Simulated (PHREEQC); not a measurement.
Synthetic water in mg/kgw, 20 °C, pH 3.01, pe 10.8:

| constituent | mg/kgw |
|---|---|
| Na | 133 |
| K | 71.1 |
| Ca | 371 |
| Mg | 29 |
| Cl | 303 |
| S(6) as SO4 | 1040 |
| Zn | 27.4 |
| P as PO4 | 4.75 |
| Si as SiO2 | 17.5 |
| O(0) (dissolved oxygen) | 3.09 |
| F | 0.235 |
| Cu(2) | 56.8 |

Cl is adjusted to close the charge balance.
Valence states are taken as typed.

Model: ion-association model, wateq4f.dat, run in PHREEQC.

```json
[
 {"quantity": "ionic strength (mol/kgw)", "before": "0.0422", "after": "0.146"},
 {"quantity": "SO4-2 (mol/kgw)", "before": "0.00732", "after": "0.0245"},
 {"quantity": "Ca+2 (mol/kgw)", "before": "0.00693", "after": "0.0241"},
 {"quantity": "Mg+2 (mol/kgw)", "before": "0.000871", "after": "0.00298"},
 {"quantity": "Cu+2 (mol/kgw)", "before": "0.000656", "after": "0.00225"},
 {"quantity": "HSO4- (mol/kgw)", "before": "0.000365", "after": "0.000918"},
 {"quantity": "SI of Chalcedony (SiO2)", "before": "+0.08", "after": "+0.69"},
 {"quantity": "SI of Gypsum (CaSO4:2H2O)", "before": "-0.33", "after": "+0.42"}
]
```

Problem. Which change was made?
(A) Zn from 27.4 to 54.8 mg/kgw
(B) all concentrations times 4 at the same typed pH
(C) Si from 17.5 to 52.5 mg/kgw

Solution. B, all concentrations times 4 at the same typed pH

No solid was allowed to form. Some of these states are supersaturated (in Quartz (slow to form), Chalcedony (slow to form), Gypsum, for instance). H3PO4, which wateq4f.dat lacks, is added to it with the constant of phreeqc.dat. SiF6-2 is the database's only silicon fluoride. The database has no phosphate complexes of Cu, Zn.
